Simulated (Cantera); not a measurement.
Mixture: CH4 : O2 : N2 : CO2 = 1 : 5 : 15.5 : 0.04 (molar parts), equivalence ratio 0.40, at 280000 Pa, adiabatic and at constant volume. Ignition delay is the time to a rise of 400 K.

Computed with Cantera and GRI-Mech 3.0 (53 species, 325 reactions).

Problem. Predict: delay at 1023 K; delay at 1223 K; delay at 1423 K; delay at 1623 K; apparent activation energy between 1523 and 1723 K.

Solution. 
- delay at 1023 K = 0.135 s
- delay at 1223 K = 6.91 ms
- delay at 1423 K = 0.672 ms
- delay at 1623 K = 0.118 ms
- apparent activation energy between 1523 and 1723 K = 160 kJ/mol
